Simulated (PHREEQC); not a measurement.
Make-up at 29 °C: 0.0042 mol Cu(NO3)2 and 0.07 mol HBF4 per kg of water. Closed to the air; pH follows from the charge balance.

Computed with PHREEQC (ion-association model, phreeqc.dat).

Question: The ionic strength comes out as 0.0799 mol/kgw. What activity coefficients do HF2-, BF3OH-, NO3-, H+, Cu+2 get?

Answer: HF2- 0.79, BF3OH- 0.79, NO3- 0.77, H+ 0.83, Cu+2 0.42.

Precipitation was switched off in this run. Species that the database lacks are ignored. Real BF4- forms and hydrolyses slowly; the run takes it at equilibrium.
